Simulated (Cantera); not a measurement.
An adiabatic, constant-volume homogeneous reactor starts with CH4 : O2 : N2 = 1 : 5.88 : 22.1 (molar parts), at 1075 K and 8250 Torr.

Model: GRI-Mech 3.0 (53 species, 325 reactions), integrated in Cantera.

Question: Predict: time of steepest temperature rise; temperature at 3.00 s; equilibrium temperature; x(O2) at 3.00 s; x(CO) at 3.00 s; x(N2O) at 3.00 s; x(NO2) at 3.00 s.

Answer: 
| Property | Result |
|---|---|
| time of steepest temperature rise | 16.5 ms |
| temperature at 3.00 s | 2022 K |
| equilibrium temperature | 2022 K |
| x(O2) at 3.00 s | 0.130 (gas-phase equilibrium 0.130) |
| x(CO) at 3.00 s | 3.34e-5 (gas-phase equilibrium 3.34e-5) |
| x(N2O) at 3.00 s | 1.58e-6 (gas-phase equilibrium 1.58e-6) |
| x(NO2) at 3.00 s | 3.76e-5 (gas-phase equilibrium 3.76e-5) |
